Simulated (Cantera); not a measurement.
An isothermal, constant-pressure homogeneous reactor starts with H₂ : O₂ : N₂ = 1.8 : 1 : 1 (molar parts), at 948 K and 27000 Pa. Integrator tolerance rtol = 1e-08.

Cantera simulation using the H2/O2 subset of GRI-Mech 3.0, which has no nitrogen chemistry; the numbers are that mechanism's predictions, not measurements. Below about 950 K walls govern HO2 and H2O2 in real vessels. The temperature is held fixed by assumption; the heat of reaction is taken as removed at once.

**Question.** What does this change do: temperature 948 to 1050 K?

**Answer.** 
```json
[
 {"quantity": "x(H₂) at 2.00 s", "before": "0.0116 (gas-phase equilibrium 1.10e-10)", "after": "5.76e-6 (gas-phase equilibrium 2.34e-9)"},
 {"quantity": "x(O₂) at 2.00 s", "before": "0.0401 (gas-phase equilibrium 0.0345)", "after": "0.0345 (gas-phase equilibrium 0.0345)"},
 {"quantity": "x(OH) at 2.00 s", "before": "2.85e-7 (gas-phase equilibrium 8.69e-8)", "after": "4.43e-7 (gas-phase equilibrium 6.44e-7)"},
 {"quantity": "x(HO₂) at 2.00 s", "before": "2.37e-5 (gas-phase equilibrium 1.79e-10)", "after": "1.45e-7 (gas-phase equilibrium 9.24e-10)"},
 {"quantity": "x(H₂O) at 2.00 s", "before": "0.605 (gas-phase equilibrium 0.621)", "after": "0.621 (gas-phase equilibrium 0.621)"},
 {"quantity": "x(H) at 2.00 s", "before": "3.99e-7 (gas-phase equilibrium <1e-12)", "after": "4.63e-10 (gas-phase equilibrium <1e-12)"}
]
```

**Question.** What does this change do: temperature 948 to 1125 K?

**Answer.** 
```
quantity                                            before                                      after
----------------  ----------------------------------------  -----------------------------------------
x(H₂) at 2.00 s    0.0116 (gas-phase equilibrium 1.10e-10)    2.39e-8 (gas-phase equilibrium 1.56e-8)
x(O₂) at 2.00 s      0.0401 (gas-phase equilibrium 0.0345)      0.0345 (gas-phase equilibrium 0.0345)
x(OH) at 2.00 s    2.85e-7 (gas-phase equilibrium 8.69e-8)    3.28e-6 (gas-phase equilibrium 2.23e-6)
x(HO₂) at 2.00 s  2.37e-5 (gas-phase equilibrium 1.79e-10)    2.64e-9 (gas-phase equilibrium 2.55e-9)
x(H₂O) at 2.00 s       0.605 (gas-phase equilibrium 0.621)        0.621 (gas-phase equilibrium 0.621)
x(H) at 2.00 s      3.99e-7 (gas-phase equilibrium <1e-12)  2.39e-11 (gas-phase equilibrium 1.08e-11)
```
